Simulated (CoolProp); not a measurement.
Vapour pressure (kPa) of CHF3 (R23): the reference equation beside estimates from Tc = 299.3 K, pc = 4832 kPa, ω = 0.263. Clausius-Clapeyron is anchored at 203.5 K with a constant enthalpy of vaporisation of 16.02 kJ/mol.

Computed with CoolProp (reference Helmholtz-energy equation of state, Penoncello 2003).

| T (K) | reference | Clausius-Clapeyron | van der Waals | Redlich-Kwong | Soave-Redlich-Kwong | Peng-Robinson |
|---|---|---|---|---|---|---|
| 200.6 | 170.1 | 171.9 | 773.2 | 289.6 | 168.9 | 169.3 |
| 203.5 | 197.1 | 197.1 | 833.6 | 328.9 | 196.2 | 196.2 |
| 206.4 | 227.4 | 225.2 | 897.1 | 372.0 | 226.8 | 226.5 |
| 209.2 | 260.0 | 255.2 | 961.4 | 417.3 | 259.8 | 258.9 |
| 212.1 | 297.4 | 289.4 | 1031 | 468.3 | 297.7 | 296.3 |
| 215 | 338.8 | 327.1 | 1104 | 523.7 | 339.7 | 337.6 |
| 217.8 | 382.8 | 367.1 | 1177 | 581.4 | 384.5 | 381.7 |
| 220.7 | 432.9 | 412.3 | 1257 | 645.9 | 435.4 | 431.8 |
| 223.6 | 487.8 | 461.8 | 1339 | 715.2 | 491.4 | 486.8 |
| 226.4 | 545.7 | 513.7 | 1422 | 787.0 | 550.4 | 544.8 |
| 229.3 | 610.9 | 572.1 | 1512 | 866.5 | 617.1 | 610.4 |
| 232.2 | 682.0 | 635.4 | 1605 | 951.4 | 689.7 | 681.7 |
| 235 | 756.3 | 701.5 | 1698 | 1039 | 765.7 | 756.4 |

Absolute difference from the reference over all 13 rows, mean and median: Clausius-Clapeyron 3.9 and 4.1 %, van der Waals 219.6 and 207.5 %, Redlich-Kwong 52.6 and 51.9 %, Soave-Redlich-Kwong 0.6 and 0.6 %, Peng-Robinson 0.3 and 0.3 %.
